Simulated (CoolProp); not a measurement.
A single-stage vapour-compression cycle with the fluid: evaporating at 324.15 K (dew point), condensing at 347.15 K (bubble point), superheat 8 K, subcooling 0 K, compressor efficiency 0.6, no pressure losses. The same conditions are run with several fluids, on thermodynamics alone (safety and materials aside).

Values from CoolProp's reference Helmholtz-energy equation of state of each fluid (neopentane: Lemmon 2006; dimethyl carbonate: Zhou 2011; chlorine: Thol 2021; chloromethane (R40): Thol 2014; hydrogen sulfide: Lemmon 2006; R141b: Lemmon 2006).

```
fluid                cooling COP  pressure ratio  discharge temperature (K)  refrigerating effect (kJ/kg)  volumetric capacity (kJ/m³)
-------------------  -----------  --------------  -------------------------  ----------------------------  ---------------------------
neopentane            (withheld)            1.76                      353.2                           237                         2510
dimethyl carbonate          7.97            2.43                 (withheld)                           369                          294
chlorine                    7.25      (withheld)                      392.8                           206                         9200
chloromethane (R40)         7.35      (withheld)                      383.4                           308                   (withheld)
hydrogen sulfide            6.27            1.57                      385.9                           303                        18000
R141b                       7.80      (withheld)                      364.6                           192                         1620
```

### Question
Complete the blanks.

### Answer

- neopentane, cooling COP: 7.37
- dimethyl carbonate, discharge temperature (K): 368.0
- chlorine, pressure ratio: 1.63
- chloromethane (R40), pressure ratio: 1.68
- chloromethane (R40), volumetric capacity (kJ/m³): 7660
- R141b, pressure ratio: 1.92
